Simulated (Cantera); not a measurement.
Charge: 1 mol PbO, 2.9 mol CO, 0.37 mol H2, at 0.110 bar.

Method: chemical equilibrium by Gibbs-energy minimisation in Cantera with the NASA 1993 tables (ideal gas, pure condensed phases). Candidate condensed phases: C, C6H6, C7H8, C8H18, H2O, Pb, PbO, PbO2, Pb3O4; 113 gas species. The numbers say what is thermodynamically allowed, not how fast it happens.

x: gas mole fraction; n: condensed amount in mol.

```csv
T (°C),x CO2,x CO,x Pb,x H2,x H2O,n C(graphite),n Pb(l)
450,0.773,0.0670,2.82e-8,0.0628,0.0946,0.976,1.00
525,0.624,0.232,5.21e-7,0.0880,0.0553,0.722,1.000
600,0.351,0.530,5.78e-6,0.0948,0.0235,0.162,1.000
675,0.283,0.604,4.35e-5,0.0898,0.0232,0,1.000
750,0.277,0.610,___,0.0840,___,0,0.999
825,0.271,0.615,0.00106,0.0783,0.0347,0,0.997
900,0.265,0.619,___,0.0730,___,0,0.987
975,0.258,0.618,0.0118,0.0678,0.0441,0,0.961
1050,0.249,0.610,0.0320,0.0623,0.0472,0,0.892
1125,0.234,0.584,0.0775,0.0560,0.0484,0,0.725
1200,0.207,0.528,0.171,0.0476,0.0462,0,0.324
1275,0.189,0.490,0.234,0.0417,0.0449,0,0
```

**Question.** Fill in the missing entries.

**Answer.** 
- 750, x Pb: 0.000242
- 750, x H2O: 0.0291
- 900, x Pb: 0.00383
- 900, x H2O: 0.0398
